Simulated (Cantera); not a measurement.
Feed: 1 mol PbO, 0.66 mol O₂, 9.7 mol H₂, equilibrated at 627 °C and 0.000320 bar.

Cantera equilibrium calculation (NASA polynomials, part measured and part estimated; ideal gas, pure solids and liquids). Candidate condensed phases: H₂O, Pb, PbO, PbO₂, Pb₃O₄; 12 gas species. The numbers say what is thermodynamically allowed, not how fast it happens.

Base state: H₂ 0.758, H₂O 0.238, Pb 0.00428 (mole fractions); condensed: Pb(l).

**Question.** What changes in the equilibrium state with this change: temperature from 627 °C to 327 °C?

**Answer.** 
```tsv
species	before	after
H₂	0.758	0.761
H₂O	0.238	0.239
Pb	0.00428	1.61e-8
Pb(l), mol	0.958	0
Pb(s), mol	0	1.00
```
